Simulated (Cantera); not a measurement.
What does this Cantera script print?

```python
import numpy as np
import cantera as ct

gas_names = """
    CL CL2 H HCL H2 Si SiCL SiCL2 SiCL3 SiCL4 SiH SiHCL3 SiH2 SiH2CL2 SiH3 SiH3CL SiH4 Si2 Si3
""".split()
cond_names = """
    Si(cr) Si(L)
""".split()


# ... load() reads the species with a 1 bar reference pressure and builds the phases ...
atoms = {
    'Si2H6': {'Si': 2, 'H': 6},
    'HCl': {'H': 1, 'CL': 1},
    'H2': {'H': 2},
}
top_T = {}  # K; cautious upper limits of use, not melting points


# ... equilibrate(T, P, feed) seeds the gas with the atoms and calls Mixture.equilibrate('TP', solver="vcs", rtol=1e-11, max_steps=5000) ...
results = []
feed = {'Si2H6': 1, 'HCl': 0.5, 'H2': 140}  # mol
T = 900  # K
P = 10000  # Pa
mix = equilibrate(T, P, feed)
results.append((T, P, feed, dict(zip(mix.species_names, mix.species_moles))))
x = sorted(zip(gas.X, gas.species_names), reverse=True)
print(f"T = {T:g} K  P = {P:g} Pa  gas = {mix.phase_moles(0):.4g} mol")
print("   x: " + "  ".join(f"{s} {v:.3e}" for v, s in x if v > 0.001))
print("   condensed (mol): " + ("  ".join(f"{mix.phase(i).name} {mix.phase_moles(i):.4g}"
      for i in range(1, mix.n_phases) if mix.phase_moles(i) > 1e-12) or "none"))
```

It prints:

```
T = 900 K  P = 10000 Pa  gas = 143.4 mol
   x: H2 9.977e-01  HCL 1.731e-03
   condensed (mol): Si(cr) 1.922
```

These are equilibrium values from Cantera (NASA tables, ideal gas, pure condensed phases), not measurements of a reactor. The feed counts by its element totals alone.
